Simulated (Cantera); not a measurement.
What does this Cantera script print?

```python
import numpy as np
import cantera as ct

gas = ct.Solution("SiF4_NH3_mec.yaml", "gas")
gas.TPX = 1825, 1333, {'NH3': 1, 'N2': 1.2}
inlet = ct.Reservoir(gas, clone=True)

reactor = ct.IdealGasConstPressureReactor(gas, energy="off", clone=False)
exhaust = ct.Reservoir(gas, clone=True)
tau = [3.2, 1.6, 0.83, 0.42, 0.21, 0.11, 0.054, 0.028, 0.014, 0.0071, 0.0036][0]
for a, b in ((inlet, reactor), (reactor, exhaust)):
    ct.MassFlowController(a, b, mdot=lambda t: reactor.mass / tau)
net = ct.ReactorNet([reactor])
show = ['NH3', 'N2H2', 'H2', 'NH2', 'H', 'NH']

rows = []
print(f"{'tau/s':>10s}{'T/K':>9s}" + "".join(f"{s:>11s}" for s in show))
for tau in [3.2, 1.6, 0.83, 0.42, 0.21, 0.11, 0.054, 0.028, 0.014, 0.0071, 0.0036]:
    net.initial_time = 0.0
    net.advance(30 * tau)
    before = gas.X
    net.advance(40 * tau)
    drift = np.max(np.abs(gas.X - before) / (gas.X + 1e-9))
    rows.append([gas.T, *gas[show].X, drift])
    print(f"{tau:10.3e}{gas.T:9.1f}" + "".join(f"{x:11.3e}" for x in gas[show].X))
```

Result:

```
     tau/s      T/K        NH3       N2H2         H2        NH2          H         NH
 3.200e+00   1825.0  2.892e-01  2.010e-06  1.702e-01  3.652e-04  7.993e-05  6.493e-06
 1.600e+00   1825.0  3.498e-01  2.685e-06  1.076e-01  4.313e-04  4.962e-05  6.669e-06
 8.300e-01   1825.0  3.922e-01  3.201e-06  6.392e-02  4.859e-04  2.988e-05  6.402e-06
 4.200e-01   1825.0  4.208e-01  3.505e-06  3.442e-02  5.316e-04  1.672e-05  5.704e-06
 2.100e-01   1825.0  4.377e-01  3.496e-06  1.694e-02  5.583e-04  8.628e-06  4.731e-06
 1.100e-01   1825.0  4.464e-01  3.144e-06  8.017e-03  5.513e-04  4.248e-06  3.779e-06
 5.400e-02   1825.0  4.513e-01  2.311e-06  3.004e-03  4.885e-04  1.661e-06  2.736e-06
 2.800e-02   1825.0  4.534e-01  1.240e-06  9.418e-04  3.666e-04  5.674e-07  1.712e-06
 1.400e-02   1825.0  4.542e-01  3.943e-07  2.263e-04  2.135e-04  1.864e-07  7.647e-07
 7.100e-03   1825.0  4.544e-01  9.818e-08  7.079e-05  1.113e-04  1.046e-07  2.676e-07
 3.600e-03   1825.0  4.545e-01  2.312e-08  3.015e-05  5.665e-05  8.728e-08  7.852e-08
```

Model: the gas-phase N/H chemistry of the illustrative SiF4/NH3 mechanism in the Surface Chemkin manual (1991), integrated in Cantera. Walls and surfaces, which speed up NH3 decomposition in real reactors, are not modelled.
